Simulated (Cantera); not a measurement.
Input (Python, Cantera):

```python
import numpy as np
import cantera as ct

gas = ct.Solution("gri30.yaml")
gas.TPX = 1350, 28000, {'CH4': 1, 'CO': 0.065, 'O2': 3.76, 'N2': 14.2}
reactor = ct.IdealGasConstPressureReactor(gas, energy="on", clone=False)
net = ct.ReactorNet([reactor])
net.rtol, net.atol = 1e-08, 1e-16
show = ['CH4', 'CO', 'O2', 'HCN', 'NO']
times = np.geomspace(3e-06, 0.4, 12)

steps = ct.SolutionArray(gas, extra=["t"])
rows = []
print(f"{'t/s':>10s}{'T/K':>9s}{'P/Pa':>11s}" + "".join(f"{s:>11s}" for s in show))
for t in times:
    while net.time < t:
        t_next = net.step()
        steps.append(gas.state, t=t_next)
    rows.append([np.interp(t, steps.t, y) for y in (steps.T, steps.P, *steps(*show).X.T)])
    print(f"{t:10.3e}{rows[-1][0]:9.1f}{rows[-1][1]:11.4g}" + "".join(f"{x:11.3e}" for x in rows[-1][2:]))
rate = np.gradient(steps.T, steps.t)
print("integrator steps:", len(steps.t))
if steps.T.max() > steps.T[0] + 200:
    print(f"time of steepest temperature rise: {steps.t[rate.argmax()]:.4e} s")
gas.TPX = 1350, 28000, {'CH4': 1, 'CO': 0.065, 'O2': 3.76, 'N2': 14.2}
gas.equilibrate("HP")
print(f"equilibrium (HP): T = {gas.T:.1f} K  " + "  ".join(f"{s} {gas[s].X[0]:.3e}" for s in show))
```

Result:

```
       t/s      T/K       P/Pa        CH4         CO         O2        HCN         NO
 3.000e-06   1350.0    2.8e+04  5.256e-02  3.417e-03  1.976e-01  8.439e-24  5.818e-20
 8.771e-06   1350.0    2.8e+04  5.256e-02  3.417e-03  1.976e-01  7.717e-23  5.149e-19
 2.564e-05   1350.0    2.8e+04  5.256e-02  3.417e-03  1.976e-01  7.234e-22  2.832e-18
 7.496e-05   1350.0    2.8e+04  5.256e-02  3.417e-03  1.976e-01  6.647e-21  1.110e-17
 2.191e-04   1350.0    2.8e+04  5.256e-02  3.417e-03  1.976e-01  6.234e-20  4.579e-17
 6.407e-04   1350.0    2.8e+04  5.256e-02  3.416e-03  1.976e-01  6.805e-19  2.657e-16
 1.873e-03   1350.0    2.8e+04  5.254e-02  3.416e-03  1.976e-01  1.257e-17  2.866e-15
 5.476e-03   1351.2    2.8e+04  5.221e-02  3.430e-03  1.974e-01  1.333e-15  6.323e-14
 1.601e-02   2309.3    2.8e+04  1.093e-19  6.781e-03  8.939e-02  4.222e-13  3.396e-04
 4.680e-02   2344.1    2.8e+04  8.659e-20  4.952e-03  8.820e-02  8.150e-13  2.788e-03
 1.368e-01   2337.5    2.8e+04  8.133e-20  4.827e-03  8.604e-02  1.306e-12  7.265e-03
 4.000e-01   2333.2    2.8e+04  7.801e-20  4.746e-03  8.466e-02  1.559e-12  1.015e-02
integrator steps: 1949
time of steepest temperature rise: 1.2057e-02 s
equilibrium (HP): T = 2332.9 K  CH4 1.170e-19  CO 4.741e-03  O2 8.457e-02  HCN 1.574e-12  NO 1.034e-02
```

Detailed kinetics in Cantera: GRI-Mech 3.0 (53 species, 325 reactions).
